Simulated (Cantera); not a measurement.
**Equilibrium for iron carbonyl, mercury and lead vapours: PbO + N₂ + CO**

A closed system holds: 1 mol PbO, 80 mol N₂, 0.076 mol CO, at 1373.15 K.

These are equilibrium values from Cantera (NASA tables, ideal gas, pure condensed phases), not measurements of a reactor. Candidate condensed phases: C, Pb, PbO, PbO₂, Pb₃O₄; 27 gas species. Each liquid is taken as pure. Mutual solubility and eutectic melting of coexisting phases are not modelled. Gases not in the tables: (PbO)n polymers. The numbers say what is thermodynamically allowed, not how fast it happens.

```tsv
P (Pa)	log p N₂	log p Pb	log p PbO	log p O₂	log p CO₂	log p NO	n PbO(l)	n Pb(l)
10	-4.01	-6.03	-6.52	-6.39	-7.03	-8.01	0	0
68	-3.17	-5.32	-5.45	-5.69	-6.20	-7.25	0	0
460	-2.34	-4.65	-4.46	-5.05	-5.37	-6.51	0	0
3200	-1.50	-4.01	-3.53	-4.47	-4.52	-5.80	0	0
22000	-0.66	-3.46	-2.83	-4.16	-3.68	-5.23	0.324	0
150000	0.17	-2.84	-2.83	-5.39	-2.85	-5.42	0.844	0
1000000	1.00	-2.19	-2.83	-6.69	-2.02	-5.66	0.912	0.0244
```
log p: log10 of the partial pressure in bar; n: condensed amount in mol.

From 0.000100 bar to 0.0320 bar nothing is condensed. From 0.220 bar to 1.50 bar the condensed part is PbO(l). At 10.0 bar the condensed part is Pb(l) + PbO(l).
